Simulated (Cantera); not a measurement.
An isothermal, constant-pressure homogeneous reactor starts with C₂H₆ : N₂ = 1 : 110 (molar parts), at 1500 K and 20.3 Torr.

Detailed kinetics in Cantera: GRI-Mech 3.0 (53 species, 325 reactions). GRI-Mech 3.0 stops at C3 and has no aromatics, soot or wall deposition, so with more carbon than oxygen in the feed, carbon stays in small species such as C2H2 where larger ones or solid carbon would form. Radical loss at walls, strong at low pressure, is not modelled.

Q: Predict: x(C₂H₆) at 3.00 s; x(C₂H₂) at 3.00 s; x(C₂H) at 3.00 s; x(CH₄) at 3.00 s; x(H₂) at 3.00 s; x(CH₃) at 3.00 s.

A: 
```json
{
  "x(C₂H₆) at 3.00 s": "1.54e-7 (gas-phase equilibrium <1e-12)",
  "x(C₂H₂) at 3.00 s": "0.00822 (gas-phase equilibrium 0.00103)",
  "x(C₂H) at 3.00 s": "1.01e-8 (gas-phase equilibrium 1.58e-9)",
  "x(CH₄) at 3.00 s": "0.00126 (gas-phase equilibrium 1.73e-6)",
  "x(H₂) at 3.00 s": "0.0158 (gas-phase equilibrium 0.0177)",
  "x(CH₃) at 3.00 s": "1.65e-5 (gas-phase equilibrium 2.84e-8)"
}
```
